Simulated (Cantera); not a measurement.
Feed: 1 mol SiF₄, 0.024 mol HCl, 520 mol H₂, at 2623.15 K and 0.400 bar.

Method: chemical equilibrium by Gibbs-energy minimisation in Cantera with the NASA 1993 tables (ideal gas, pure condensed phases). Candidate condensed phases: Si; 37 gas species. The tables' values for SiF, SiF₂ are old estimates; treat these amounts as uncertain. Gases not in the tables: Si₂H₆ and higher silanes. Kinetics and transport are ignored.

Base state: H₂ 0.927, H 0.0641, HF 0.00718, Si 0.00142, SiH 0.000191, SiF 0.000115, SiH₂ 7.18e-5, SiF₂ 5.01e-5 (mole fractions); condensed: gas only.

**Question.** What changes in the equilibrium state with this change: temperature from 2623.15 K to 1250 K?

**Answer.** 
```csv
species,before,after
H₂,0.927,0.998
SiF₄,2.71e-9,0.00160
HF,0.00718,0.000346
H,0.0641,7.63e-7
Si,0.00142,<1e-9
SiH,0.000191,<1e-9
SiF,0.000115,<1e-9
SiH₂,7.18e-5,<1e-9
SiHF₃,1.67e-8,0.000260
```
The tables' values for SiF₃ are old estimates; treat these amounts as uncertain.
